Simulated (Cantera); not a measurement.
An isothermal plug-flow reactor at 675 K and 280000 Pa (inlet), inlet velocity 0.24 m/s, active area per volume 2900 1/m; feed CO : O2 : N2 : H2O = 0.013 : 0.057 : 0.79 : 0.03 (molar parts).

Cantera simulation using Deutschmann's 1995 Pt surface mechanism with GRI-Mech 3.0 gas chemistry; the numbers are that mechanism's predictions, not measurements. Catalytic surfaces can have several steady states; this one follows from the mechanism file's or the stated starting coverage. Mass transfer to the wall is taken as infinitely fast.

Task: What does this change do: CO 0.013 to 0.022 parts?

Result: 
| quantity | before | after |
|---|---|---|
| x(CO) at z = 0.073 m | 4.00e-5 | 3.08e-5 |
| x(O2) at z = 0.073 m | 0.0572 | 0.0518 |
| x(H2O) at z = 0.073 m | 0.0340 | 0.0338 |
| x(CO2) at z = 0.073 m | 0.0147 | 0.0247 |
| θ(free Pt) at the exit | 0.00369 | 0.00386 |
| θ(O*) at the exit | 0.992 | 0.992 |
| θ(OH*) at the exit | 0.00435 | 0.00444 |

Task: What does this change do: pressure from 280000 Pa to 590000 Pa?

Result: 
```csv
quantity,before,after
x(CO) at z = 0.073 m,4.00e-5,0.000278
x(O2) at z = 0.073 m,0.0572,0.0573
x(H2O) at z = 0.073 m,0.0340,0.0340
x(CO2) at z = 0.073 m,0.0147,0.0144
θ(free Pt) at the exit,0.00369,0.00263
θ(O*) at the exit,0.992,0.992
θ(OH*) at the exit,0.00435,0.00533
```
